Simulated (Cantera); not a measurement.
Mixture: 11.7 % CH4, 13.8 % O2, 74.4 % N2, at 13.0 bar, adiabatic and at constant volume. Ignition delay is the time to a rise of 400 K.

Detailed kinetics in Cantera: GRI-Mech 3.0 (53 species, 325 reactions). The pressure lies above the range GRI-Mech 3.0 was tuned for (to about 10 atm).

Q: Predict: delay at 1225 K; delay at 1275 K; delay at 1325 K; delay at 1375 K; delay at 1425 K; delay at 1475 K; apparent activation energy between 1375 and 1475 K.

A: 
```json
{
 "delay at 1225 K": "4.49 ms",
 "delay at 1275 K": "2.52 ms",
 "delay at 1325 K": "1.45 ms",
 "delay at 1375 K": "0.855 ms",
 "delay at 1425 K": "0.511 ms",
 "delay at 1475 K": "0.310 ms",
 "apparent activation energy between 1375 and 1475 K": "170 kJ/mol"
}
```
